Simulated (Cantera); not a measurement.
Input: 1 mol CO2, a varied amount of H2, held at 2925 K and 51.0 mbar.

Cantera equilibrium calculation (NASA polynomials, part measured and part estimated; ideal gas, pure solids and liquids). Candidate condensed phases: C, C6H6, C7H8, C8H18, H2O; 110 gas species. The numbers say what is thermodynamically allowed, not how fast it happens.

**Question.** At 0.82 mol H2, list the 6 most abundant gas species with their mole fractions, and the condensed phases.

**Answer.** CO 0.354, H 0.171, H2O 0.126, H2 0.0962, O 0.0773, OH 0.0703. Condensed: gas only.
